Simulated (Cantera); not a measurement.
## Adiabatic ignition

An adiabatic, constant-pressure homogeneous reactor starts with CH4 : CO : O2 : N2 : CO2 = 1 : 0.085 : 4.64 : 17.5 : 4.2 (molar parts), equivalence ratio 0.44, at 1725 K and 10.9 atm.

Cantera simulation using GRI-Mech 3.0 (53 species, 325 reactions); the numbers are that mechanism's predictions, not measurements.

```tsv
t (s)	T (K)	x CH4	x CO	x O2	x H2O	x H
2.00e-6	1725	0.0364	0.00310	0.169	1.54e-5	2.07e-7
5.97e-6	1725	0.0362	0.00310	0.169	0.000131	6.19e-7
1.78e-5	1739	0.0324	0.00386	0.166	0.00313	1.15e-5
5.32e-5	2371	<1e-12	0.00715	0.0963	0.0699	0.000142
0.000159	2398	<1e-12	0.00389	0.0951	0.0705	7.53e-5
0.000475	2398	<1e-12	0.00388	0.0950	0.0705	7.50e-5
0.00142	2396	<1e-12	0.00386	0.0946	0.0705	7.43e-5
0.00423	2392	<1e-12	0.00379	0.0935	0.0706	7.24e-5
0.0126	2385	<1e-12	0.00368	0.0914	0.0707	6.89e-5
0.0377	2380	<1e-12	0.00360	0.0899	0.0707	6.65e-5
0.113	2379	<1e-12	0.00359	0.0898	0.0707	6.63e-5
0.336	2379	<1e-12	0.00359	0.0898	0.0707	6.63e-5
1.00	2379	<1e-12	0.00359	0.0898	0.0707	6.63e-5
3.00	2379	<1e-12	0.00359	0.0898	0.0707	6.63e-5
```
x: mole fraction; the columns are a selection and need not sum to one.

| Quantity | Result |
|---|---|
| time of steepest temperature rise | 27.6 µs |
| temperature at 3.00 s | 2379 K |
| equilibrium temperature | 2379 K |
| x(CH4) at 3.00 s | <1e-12 (gas-phase equilibrium <1e-12) |
| x(CO) at 3.00 s | 0.00359 (gas-phase equilibrium 0.00359) |
| x(O2) at 3.00 s | 0.0898 (gas-phase equilibrium 0.0898) |
